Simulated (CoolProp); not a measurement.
Ammonia along the isobar 56.2 bar: density (kg/m³) from the reference equation and from simpler models built on Tc = 405.6 K, pc = 113.6 bar, ω = 0.256; each cubic takes its own stable root.

Values from CoolProp's reference Helmholtz-energy equation of state, Gao 2020.

```csv
T (K),phase,reference,van der Waals,Redlich-Kwong
218.7,liquid,709.3,370.8,546.8
227.1,liquid,699.5,366.3,539.2
235.5,liquid,689.6,361.7,531.4
243.9,liquid,679.5,357.0,523.2
252.3,liquid,669.1,352.1,514.7
260.7,liquid,658.5,347.0,505.9
269.1,liquid,647.6,341.7,496.7
277.5,liquid,636.4,336.2,487.1
285.9,liquid,624.8,330.4,477.1
294.3,liquid,612.9,324.3,466.6
302.7,liquid,600.5,317.9,455.5
311.1,liquid,587.5,311.0,443.8
319.5,liquid,574.0,303.6,431.3
```
